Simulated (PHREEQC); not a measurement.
Make-up at 25 °C: 0.0015 mol HCl, 0.00027 mol Al2(SO4)3 and 3.9e-05 mol MgSO4 per kg of water. Closed to the air; pH follows from the charge balance.

All values are PHREEQC results (ion-association model, wateq4f.dat), not measurements.

The pH comes out as 2.87 and the ionic strength comes out as 0.00413 mol/kgw. The total alkalinity comes out as -1.50 meq/kg.

```csv
species,molality,activity,log γ
Cl-,0.00150,0.00140,-0.030
H+,0.00144,0.00135,-0.028
SO4-2,0.000545,0.000414,-0.119
Al+3,0.000298,0.000169,-0.248
AlSO4+,0.000237,0.000221,-0.030
HSO4-,5.85e-5,5.46e-5,-0.030
Mg+2,3.63e-5,2.78e-5,-0.117
Al(SO4)2-,3.10e-6,2.90e-6,-0.030
MgSO4,2.69e-6,2.70e-6,0.000
AlOH+2,1.62e-6,1.24e-6,-0.118
AlHSO4+2,3.50e-8,2.65e-8,-0.121
Al(OH)2+,7.66e-9,7.16e-9,-0.029
```

This is a speciation only: nothing precipitates in the calculation. Species that the database lacks are ignored.
